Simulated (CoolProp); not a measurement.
Vinyl chloride along the isobar 19 bar: density (kg/m³) from the reference equation and from simpler models built on Tc = 151.9 °C, pc = 56.00 bar, ω = 0.160; each cubic takes its own stable root.

The numbers come from the reference Helmholtz-energy equation of state, Thol 2022 in CoolProp.

| T (°C) | phase | reference | Soave-Redlich-Kwong | Peng-Robinson |
|---|---|---|---|---|
| -99.85 | liquid | 1124 | 1019 | 1143 |
| -81.45 | liquid | 1090 | 998.6 | 1122 |
| -63.15 | liquid | 1058 | 976.9 | 1099 |
| -44.85 | liquid | 1027 | 953.4 | 1074 |
| -26.45 | liquid | 994.7 | 927.7 | 1046 |
| -8.15 | liquid | 962.7 | 899.6 | 1016 |
| 10.15 | liquid | 930.0 | 868.7 | 982.2 |
| 28.55 | liquid | 895.8 | 834.2 | 944.2 |
| 46.85 | liquid | 859.9 | 795.4 | 901.3 |
| 65.15 | liquid | 820.9 | 750.9 | 851.5 |
| 83.55 | liquid | 776.4 | 697.6 | 791.4 |
| 101.85 | gas | 47.64 | 47.63 | 48.47 |
| 120.15 | gas | 43.47 | 43.60 | 44.32 |
| 138.55 | gas | 40.22 | 40.39 | 41.01 |
| 156.85 | gas | 37.60 | 37.76 | 38.30 |
